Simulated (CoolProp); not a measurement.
Vapour pressure (kPa) of hydrogen chloride: the reference equation beside estimates from Tc = 51.5 °C, pc = 8314 kPa, ω = 0.130. Clausius-Clapeyron is anchored at -15.35 °C with a constant enthalpy of vaporisation of 12.56 kJ/mol.

Model: reference Helmholtz-energy equation of state, Thol 2018, in CoolProp.

| T (°C) | reference | Lee-Kesler | Clausius-Clapeyron | van der Waals | Redlich-Kwong | Soave-Redlich-Kwong |
|---|---|---|---|---|---|---|
| -18.25 | 1557 | 1574 | 1586 | 2920 | 1786 | 1582 |
| -15.35 | 1696 | 1715 | 1696 | 3078 | 1938 | 1725 |
| -12.45 | 1844 | 1865 | 1810 | 3242 | 2099 | 1878 |
| -9.55 | 2001 | 2025 | 1929 | 3411 | 2268 | 2040 |
| -6.65 | 2168 | 2194 | 2053 | 3585 | 2447 | 2212 |
| -3.75 | 2345 | 2372 | 2183 | 3765 | 2636 | 2395 |
| -0.85 | 2532 | 2562 | 2317 | 3951 | 2834 | 2587 |
| 2.15 | 2738 | 2769 | 2461 | 4149 | 3049 | 2799 |
| 5.05 | 2948 | 2980 | 2606 | 4346 | 3267 | 3014 |
| 7.95 | 3169 | 3203 | 2756 | 4548 | 3496 | 3242 |
| 10.85 | 3403 | 3438 | 2912 | 4757 | 3735 | 3481 |
| 13.75 | 3650 | 3686 | 3073 | 4971 | 3985 | 3733 |

Absolute difference from the reference over all 12 rows, mean and median: Lee-Kesler 1.1 and 1.1 %, Clausius-Clapeyron 7.7 and 7.7 %, van der Waals 59.6 and 58.3 %, Redlich-Kwong 12.1 and 12.2 %, Soave-Redlich-Kwong 2.1 and 2.2 %.
